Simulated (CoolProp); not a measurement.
Sulfur hexafluoride along the isotherm 92.75 °C: fugacity coefficient from the reference equation and from simpler models built on Tc = 45.6 °C, pc = 3.755 MPa, ω = 0.210; each cubic takes its own stable root.

Computed with CoolProp (reference Helmholtz-energy equation of state, Guder 2009).

```json
[
 {"p (MPa)": "0.0594", "phase": "gas", "reference": "0.9967", "van der Waals": "0.9967", "Redlich-Kwong": "0.9964", "Peng-Robinson": "0.9961"},
 {"p (MPa)": "0.0924", "phase": "gas", "reference": "0.9948", "van der Waals": "0.9948", "Redlich-Kwong": "0.9944", "Peng-Robinson": "0.9940"},
 {"p (MPa)": "0.144", "phase": "gas", "reference": "0.9920", "van der Waals": "0.9919", "Redlich-Kwong": "0.9913", "Peng-Robinson": "0.9906"},
 {"p (MPa)": "0.224", "phase": "gas", "reference": "0.9875", "van der Waals": "0.9874", "Redlich-Kwong": "0.9865", "Peng-Robinson": "0.9854"},
 {"p (MPa)": "0.349", "phase": "gas", "reference": "0.9806", "van der Waals": "0.9804", "Redlich-Kwong": "0.9790", "Peng-Robinson": "0.9773"},
 {"p (MPa)": "0.543", "phase": "gas", "reference": "0.9699", "van der Waals": "0.9696", "Redlich-Kwong": "0.9674", "Peng-Robinson": "0.9649"},
 {"p (MPa)": "0.846", "phase": "gas", "reference": "0.9533", "van der Waals": "0.9527", "Redlich-Kwong": "0.9495", "Peng-Robinson": "0.9458"},
 {"p (MPa)": "1.32", "phase": "gas", "reference": "0.9276", "van der Waals": "0.9264", "Redlich-Kwong": "0.9218", "Peng-Robinson": "0.9164"},
 {"p (MPa)": "2.05", "phase": "gas", "reference": "0.8887", "van der Waals": "0.8862", "Redlich-Kwong": "0.8800", "Peng-Robinson": "0.8725"},
 {"p (MPa)": "3.19", "phase": "gas", "reference": "0.8294", "van der Waals": "0.8237", "Redlich-Kwong": "0.8166", "Peng-Robinson": "0.8073"},
 {"p (MPa)": "4.97", "phase": "supercritical", "reference": "0.7405", "van der Waals": "0.7256", "Redlich-Kwong": "0.7220", "Peng-Robinson": "0.7134"},
 {"p (MPa)": "7.74", "phase": "supercritical", "reference": "0.6165", "van der Waals": "0.5882", "Redlich-Kwong": "0.5941", "Peng-Robinson": "0.5919"},
 {"p (MPa)": "12.1", "phase": "supercritical", "reference": "0.4946", "van der Waals": "0.4813", "Redlich-Kwong": "0.4784", "Peng-Robinson": "0.4768"},
 {"p (MPa)": "18.8", "phase": "supercritical", "reference": "0.4177", "van der Waals": "0.4283", "Redlich-Kwong": "0.4067", "Peng-Robinson": "0.4001"}
]
```
